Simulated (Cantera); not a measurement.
A perfectly stirred reactor is fed with 8.98 % CH4, 0.305 % C2H6, 1.80 % C3H8, 18.7 % O2, 70.2 % N2, equivalence ratio 1.5, at 860000 Pa; it is adiabatic with a 325 K inlet, and is followed from long to short residence time, starting on the burning branch (τ in s: 0.11, 0.034, 0.011, 0.0035, 0.0011, 0.00035, 0.00011, 3.5e-05, 1.1e-05).

Computed with Cantera and GRI-Mech 3.0 (53 species, 325 reactions). GRI-Mech 3.0 was tuned for natural gas; its chemistry of propane as a main component is partial and can be far from experiment.

x: mole fraction; the columns are a selection and need not sum to one.

| τ (s) | T (K) | x CH4 | x C2H6 | x C3H8 | x H | x C2H | x OH | x H2O |
|---|---|---|---|---|---|---|---|---|
| 0.11 | 1957 | 0.00164 | 4.84e-7 | 1.08e-7 | 0.000124 | 2.04e-8 | 2.59e-5 | 0.160 |
| 0.034 | 1964 | 0.00294 | 1.87e-6 | 3.28e-7 | 0.000135 | 6.06e-8 | 3.15e-5 | 0.163 |
| 0.011 | 1969 | 0.00443 | 5.75e-6 | 9.58e-7 | 0.000151 | 1.35e-7 | 4.06e-5 | 0.166 |
| 0.0035 | 1965 | [?] | [?] | [?] | [?] | [?] | [?] | 0.169 |
| 0.0011 | 1938 | 0.00790 | 4.94e-5 | 9.91e-6 | 0.000206 | 3.53e-7 | 7.14e-5 | 0.170 |
| 0.00035 | 1844 | 0.0115 | 0.000203 | 4.87e-5 | 0.000203 | 2.80e-7 | 7.45e-5 | 0.165 |
| 0.00011 | 325 | 0.0898 | 0.00305 | 0.0180 | <1e-12 | <1e-12 | <1e-12 | <1e-12 |
| 3.5e-5 | 325 | 0.0898 | 0.00305 | 0.0180 | <1e-12 | <1e-12 | <1e-12 | <1e-12 |
| 1.1e-5 | 325 | 0.0898 | 0.00305 | 0.0180 | <1e-12 | <1e-12 | <1e-12 | <1e-12 |

Some entries are withheld; supply them.


- 0.0035, x CH4: 0.00606
- 0.0035, x C2H6: 1.65e-5
- 0.0035, x C3H8: 2.93e-6
- 0.0035, x H: 0.000175
- 0.0035, x C2H: 2.46e-7
- 0.0035, x OH: 5.43e-5
